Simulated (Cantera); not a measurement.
## Equilibrium for sublimation and decomposition of ceramics: Si₃N₄ + H₂

Charge: 1 mol Si₃N₄, a varied amount of H₂, equilibrated at 1777 °C and 1.30 Pa.

Equilibrium computed with Cantera from the NASA thermochemical tables; the gas is ideal and each condensed phase is pure. Candidate condensed phases: Si, Si₃N₄; 18 gas species. The tables' values for SiN are old estimates; treat these amounts as uncertain. Kinetics and transport are ignored.

```json
[
 {"n(H₂) (mol)": "0.063", "log p Si": "-5.12", "log p N₂": "-5.29", "log p H": "-6.54", "log p H₂": "-7.79", "log p Si₂": "-8.06", "log p SiN": "-8.40", "log p SiH": "-9.23", "log p Si₂N": "-9.31"},
 {"n(H₂) (mol)": "0.15", "log p Si": "-5.13", "log p N₂": "-5.31", "log p H": "-6.22", "log p H₂": "-7.16", "log p Si₂": "-8.09", "log p SiN": "-8.42", "log p SiH": "-8.93", "log p Si₂N": "-9.34"},
 {"n(H₂) (mol)": "0.24", "log p Si": "-5.14", "log p N₂": "-5.32", "log p H": "-6.06", "log p H₂": "-6.84", "log p Si₂": "-8.11", "log p SiN": "-8.44", "log p SiH": "-8.78", "log p Si₂N": "-9.37"},
 {"n(H₂) (mol)": "0.33", "log p Si": "-5.16", "log p N₂": "-5.33", "log p H": "-5.96", "log p H₂": "-6.64", "log p Si₂": "-8.13", "log p SiN": "-8.46", "log p SiH": "-8.69", "log p Si₂N": "-9.40"},
 {"n(H₂) (mol)": "0.42", "log p Si": "-5.17", "log p N₂": "-5.34", "log p H": "-5.89", "log p H₂": "-6.50", "log p Si₂": "-8.15", "log p SiN": "-8.47", "log p SiH": "-8.63", "log p Si₂N": "-9.43"},
 {"n(H₂) (mol)": "0.51", "log p Si": "-5.18", "log p N₂": "-5.35", "log p H": "-5.84", "log p H₂": "-6.39", "log p Si₂": "-8.17", "log p SiN": "-8.49", "log p SiH": "-8.59", "log p Si₂N": "-9.45"},
 {"n(H₂) (mol)": "0.59", "log p Si": "-5.18", "log p N₂": "-5.36", "log p H": "-5.80", "log p H₂": "-6.31", "log p Si₂": "-8.19", "log p SiN": "-8.50", "log p SiH": "-8.56", "log p Si₂N": "-9.47"},
 {"n(H₂) (mol)": "0.68", "log p Si": "-5.19", "log p N₂": "-5.37", "log p H": "-5.76", "log p H₂": "-6.23", "log p Si₂": "-8.21", "log p SiN": "-8.51", "log p SiH": "-8.53", "log p Si₂N": "-9.50"},
 {"n(H₂) (mol)": "0.77", "log p Si": "-5.20", "log p N₂": "-5.38", "log p H": "-5.73", "log p H₂": "-6.17", "log p Si₂": "-8.23", "log p SiN": "-8.53", "log p SiH": "-8.51", "log p Si₂N": "-9.52"},
 {"n(H₂) (mol)": "0.86", "log p Si": "-5.21", "log p N₂": "-5.39", "log p H": "-5.70", "log p H₂": "-6.11", "log p Si₂": "-8.25", "log p SiN": "-8.54", "log p SiH": "-8.49", "log p Si₂N": "-9.54"},
 {"n(H₂) (mol)": "0.95", "log p Si": "-5.22", "log p N₂": "-5.40", "log p H": "-5.68", "log p H₂": "-6.07", "log p Si₂": "-8.26", "log p SiN": "-8.55", "log p SiH": "-8.47", "log p Si₂N": "-9.56"},
 {"n(H₂) (mol)": "1", "log p Si": "-5.23", "log p N₂": "-5.40", "log p H": "-5.67", "log p H₂": "-6.04", "log p Si₂": "-8.27", "log p SiN": "-8.56", "log p SiH": "-8.47", "log p Si₂N": "-9.58"},
 {"n(H₂) (mol)": "1.1", "log p Si": "-5.23", "log p N₂": "-5.41", "log p H": "-5.64", "log p H₂": "-6.00", "log p Si₂": "-8.29", "log p SiN": "-8.57", "log p SiH": "-8.45", "log p Si₂N": "-9.60"}
]
```
log p: log10 of the partial pressure in bar; nothing condenses.

From 0.063 mol H₂ to 1.1 mol H₂ nothing is condensed. The main Si-bearing gas is Si throughout.
